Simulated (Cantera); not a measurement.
A Cantera script and its output.

```python
import numpy as np
import cantera as ct

gas = ct.Solution("h2o2.yaml")
gas.TPX = 450, 500000, {'H2': 1, 'O2': 0.877, 'N2': 3.3, 'H2O': 0.76}
flame = ct.FreeFlame(gas, width=0.013)
flame.set_refine_criteria(ratio=3, slope=0.08, curve=0.16)
flame.transport_model = "mixture-averaged"
flame.solve(loglevel=0, auto=True)
z, T = flame.grid, flame.T
thick = (T[-1] - T[0]) / np.gradient(T, z).max()
show = ['H2', 'O2', 'H2O', 'H', 'OH', 'O']
print(f"laminar burning velocity  {flame.velocity[0] * 100:.3f} cm/s")
print(f"burnt temperature         {T[-1]:.1f} K")
print(f"thermal thickness         {thick * 1e3:.4f} mm")
print(f"grid points               {len(z)}")
z0 = z[flame.heat_release_rate.argmax()]
print(f"{'z/mm':>9s}{'T/K':>9s}{'u/(m/s)':>9s}" + "".join(f"{s:>11s}" for s in show))
rows = []
for k in (-3, -2, -1.5, -1, -0.5, -0.25, 0, 0.25, 0.5, 1, 2, 4, 8):
    zz = z0 + k * thick
    rows.append([k * thick, np.interp(zz, z, T), np.interp(zz, z, flame.velocity),
                 *(np.interp(zz, z, flame.X[gas.species_index(s)]) for s in show)])
    print(f"{rows[-1][0] * 1e3:9.3f}{rows[-1][1]:9.1f}{rows[-1][2]:9.3f}" + "".join(f"{x:11.3e}" for x in rows[-1][3:]))
```

Result:

```
laminar burning velocity  20.133 cm/s
burnt temperature         1660.3 K
thermal thickness         0.2078 mm
grid points               111
     z/mm      T/K  u/(m/s)         H2         O2        H2O          H         OH          O
   -0.623    452.2    0.200  1.571e-01  1.496e-01  1.302e-01  3.901e-19  3.900e-19  3.357e-17
   -0.416    465.8    0.202  1.389e-01  1.522e-01  1.351e-01  1.314e-17  1.204e-16  7.843e-15
   -0.312    498.0    0.212  1.199e-01  1.535e-01  1.431e-01  3.731e-16  4.845e-15  2.000e-13
   -0.208    608.3    0.253  8.956e-02  1.507e-01  1.649e-01  2.946e-13  2.176e-12  3.559e-11
   -0.104    931.1    0.381  4.947e-02  1.309e-01  2.168e-01  7.508e-08  1.154e-07  1.968e-07
   -0.052   1206.4    0.492  2.826e-02  1.101e-01  2.562e-01  2.955e-05  4.908e-05  2.711e-05
    0.000   1473.0    0.602  1.065e-02  8.727e-02  2.941e-01  2.331e-04  7.615e-04  2.455e-04
    0.052   1596.6    0.653  3.119e-03  7.636e-02  3.110e-01  1.645e-04  1.504e-03  2.589e-04
    0.104   1635.8    0.669  1.071e-03  7.354e-02  3.160e-01  5.591e-05  1.358e-03  1.414e-04
    0.208   1654.1    0.676  2.222e-04  7.264e-02  3.182e-01  7.524e-06  8.221e-04  4.141e-05
    0.416   1659.1    0.678  3.373e-05  7.257e-02  3.189e-01  7.036e-07  4.268e-04  1.021e-05
    0.831   1660.1    0.679  8.866e-06  7.259e-02  3.190e-01  1.569e-07  2.778e-04  4.232e-06
    1.663   1660.3    0.679  7.064e-06  7.260e-02  3.190e-01  1.212e-07  2.545e-04  3.550e-06
```

Detailed kinetics in Cantera: the H2/O2 subset of GRI-Mech 3.0, which has no nitrogen chemistry. The hydrogen kinetics of GRI-Mech 3.0 are dated; newer H2 mechanisms differ, most at raised pressure. Burning velocities carry a grid error of a few per cent, more on coarse grids. Lean hydrogen flames are cellular in practice and burn faster than this planar one.
